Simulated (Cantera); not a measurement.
A perfectly stirred reactor is fed with 18.9 % CH4, 81.1 % H2O, at 1.00 bar; it is held at 2025 K, and followed from long to short residence time.

Model: GRI-Mech 3.0 (53 species, 325 reactions), integrated in Cantera.

Problem. Predict: x(CH4) at τ = 0.790 s; x(H2O) at τ = 0.790 s; x(O2) at τ = 0.790 s; x(OH) at τ = 0.790 s; x(C2H) at τ = 0.790 s; x(CH4) at τ = 37.0 ms; x(H2O) at τ = 37.0 ms; x(O2) at τ = 37.0 ms; x(OH) at τ = 37.0 ms; x(C2H) at τ = 37.0 ms.

Solution. 
* **x(CH4) at τ = 0.790 s**: 0.000621
* **x(H2O) at τ = 0.790 s**: 0.429
* **x(O2) at τ = 0.790 s**: 1.12e-7
* **x(OH) at τ = 0.790 s**: 0.000128
* **x(C2H) at τ = 0.790 s**: 1.67e-9
* **x(CH4) at τ = 37.0 ms**: 0.00731
* **x(H2O) at τ = 37.0 ms**: 0.453
* **x(O2) at τ = 37.0 ms**: 1.28e-7
* **x(OH) at τ = 37.0 ms**: 0.000138
* **x(C2H) at τ = 37.0 ms**: 2.19e-7
